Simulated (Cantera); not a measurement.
An isothermal, constant-pressure homogeneous reactor starts with 1.16 % CH₄, 97.0 % H₂, 1.84 % N₂, at 2275 K and 20.0 Torr.

Cantera simulation using GRI-Mech 3.0 (53 species, 325 reactions); the numbers are that mechanism's predictions, not measurements. GRI-Mech 3.0 stops at C3 and has no aromatics, soot or wall deposition, so with more carbon than oxygen in the feed, carbon stays in small species such as C2H2 where larger ones or solid carbon would form. Radical loss at walls, strong at low pressure, is not modelled.

x: mole fraction; the columns are a selection and need not sum to one.

```
t (s)          x CH₄   x H₂      x C₂H₄       x CH₃    x C₂H₆
--------  ----------  -----  ----------  ----------  --------
1.00e-5       0.0116  0.970    1.29e-10     2.26e-5  3.63e-11
2.70e-5       0.0116  0.970     2.35e-9     4.59e-5  4.15e-10
7.28e-5       0.0115  0.970     3.28e-8    0.000100   2.86e-9
0.000196      0.0114  0.969     4.46e-7    0.000243   1.82e-8
0.000529      0.0110  0.967     4.47e-6    0.000604   9.68e-8
0.00143   (withheld)  0.963  (withheld)  (withheld)   3.31e-7
0.00385   (withheld)  0.957  (withheld)  (withheld)   3.31e-7
0.0104       0.00180  0.953     4.51e-6    0.000765   3.86e-8
0.0280      0.000351  0.949     6.74e-7    0.000189   1.80e-9
0.0756       7.03e-5  0.943     3.82e-7     4.63e-5  8.51e-11
0.204        1.53e-5  0.936     2.99e-7     1.26e-5  4.89e-12
0.550        6.50e-6  0.928     2.50e-7     6.38e-6  1.08e-12
1.48         5.84e-6  0.926     2.40e-7     5.96e-6    <1e-12
4.00         5.84e-6  0.926     2.39e-7     5.96e-6    <1e-12
```

### Question
Complete the blanks.

### Answer

- 0.00143, x CH₄: 0.00987
- 0.00143, x C₂H₄: 1.97e-5
- 0.00143, x CH₃: 0.00138
- 0.00385, x CH₄: 0.00633
- 0.00385, x C₂H₄: 2.56e-5
- 0.00385, x CH₃: 0.00185
